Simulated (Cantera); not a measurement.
# Thermodynamics of carbothermic reduction, feed CuO + C + H₂ + CH₄

Charge: 1 mol CuO, 0.42 mol C, 0.16 mol H₂, 5.2 mol CH₄, at 1827 °C.

Cantera equilibrium calculation (NASA polynomials, part measured and part estimated; ideal gas, pure solids and liquids). Candidate condensed phases: C, C₆H₆, C₇H₈, C₈H₁₈, Cu, CuO, Cu(OH)₂, Cu₂O, H₂O; 113 gas species. The numbers say what is thermodynamically allowed, not how fast it happens.

From 0.0750 Torr to 54.0 Torr the condensed part is C(graphite). From 278 Torr to 7500 Torr the condensed part is C(graphite) + Cu(l). The main Cu-bearing gas is Cu throughout.

```tsv
P (Pa)	x H₂	x H	x CO	x Cu	x CH₄	n C(graphite)	n Cu(l)
10	0.615	0.244	0.0699	0.0699	1.25e-8	4.59	0
52	0.732	0.117	0.0750	0.0750	9.19e-8	4.59	0
270	0.791	0.0533	0.0775	0.0775	5.57e-7	4.59	0
1400	0.818	0.0238	0.0787	0.0786	3.09e-6	4.59	0
7200	0.830	0.0106	0.0792	0.0787	1.64e-5	4.59	0
37000	0.882	0.00481	0.0839	0.0282	9.49e-5	4.59	0.660
190000	0.904	0.00215	0.0860	0.00548	0.000513	4.58	0.935
1000000	0.907	0.000938	0.0866	0.00104	0.00272	4.56	0.988
```
x: gas mole fraction; n: condensed amount in mol.
